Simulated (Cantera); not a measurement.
Input (Python, Cantera) and output of one run.

```python
import numpy as np
import cantera as ct

gas_names = """
    CL CL2 H HCL H2 N NH NH2 NH3 N2 N2H2 N2H4 Si SiCL SiCL2 SiCL3 SiCL4 SiH SiHCL3 SiH2 SiH2CL2 SiH3
    SiH3CL SiH4 SiN Si2 Si2N Si3
""".split()
cond_names = """
    NH4CL(a) NH4CL(b) Si(cr) Si(L) Si3N4(a)
""".split()


# ... load() reads the species with a 1 bar reference pressure and builds the phases ...
atoms = {
    'Si': {'Si': 1},
    'HCl': {'H': 1, 'CL': 1},
    'N2': {'N': 2},
}
top_T = {'Si3N4(a)': 2400}  # K; cautious upper limits of use, not melting points


# ... equilibrate(T, P, feed) seeds the gas with the atoms and calls Mixture.equilibrate('TP', solver="vcs", rtol=1e-11, max_steps=5000) ...
results = []
feed = {'Si': 1, 'HCl': 1.7, 'N2': 7}  # mol
P = 133.322  # Pa
for T in [1423, 1473, 1523, 1573, 1623, 1673, 1723]:
    mix = equilibrate(T, P, feed)
    results.append((T, P, feed, dict(zip(mix.species_names, mix.species_moles))))

top = {s: max(r[3][s] / sum(r[3][g] for g in gas_names) for r in results) for s in gas_names}
cols = sorted((s for s in top if top[s] > 0.0001), key=lambda s: -top[s])[:9]
seen = [c for c in cond_names if any(r[3].get(c, 0) > 1e-12 for r in results)]
print("log10 of partial pressures in bar; condensed amounts in mol")
print(f"{'T/K':>10s}" + "".join(f"{s[:9]:>10s}" for s in cols + seen))
for T, P, feed, n in results:
    ng = sum(n[g] for g in gas_names)
    print(f"{T:10.4g}" + "".join(f"{np.log10(max(n[s] / ng * P / 1e5, 1e-99)):10.3f}" for s in cols)
          + "".join(f"{n.get(c, 0):10.4g}" for c in seen))
```

It prints:

```
log10 of partial pressures in bar; condensed amounts in mol
       T/K        N2       HCL        H2     SiCL2     SiCL3         H     SiCL4        Si        CL     Si(L)  Si3N4(a)
      1423    -2.974    -3.813    -4.219    -4.291    -5.371    -7.287    -5.853   -10.179    -6.968         0    0.2161
      1473    -2.974    -3.885    -4.148    -4.183    -5.521    -6.972    -6.325    -9.319    -6.801         0    0.1896
      1523    -2.973    -3.969    -4.088    -4.106    -5.698    -6.680    -6.814    -8.516    -6.656         0     0.165
      1573    -2.973    -4.059    -4.042    -4.051    -5.887    -6.412    -7.304    -7.764    -6.529         0    0.1435
      1623    -2.973    -4.153    -4.006    -4.011    -6.082    -6.163    -7.785    -7.060    -6.414         0    0.1252
      1673    -2.973    -4.250    -3.980    -3.983    -6.278    -5.933    -8.253    -6.399    -6.311         0    0.1094
      1723    -2.970    -4.263    -3.992    -3.994    -6.404    -5.735    -8.540    -6.007    -6.117    0.3228         0
```

Method: chemical equilibrium by Gibbs-energy minimisation in Cantera with the NASA 1993 tables (ideal gas, pure condensed phases). N2 is the only nitrogen source here; it is nearly inert below about 1500 K, so the nitride shown seldom forms there in practice. The tables' values for SiCl3, SiCl, SiN are old estimates; treat these amounts as uncertain.
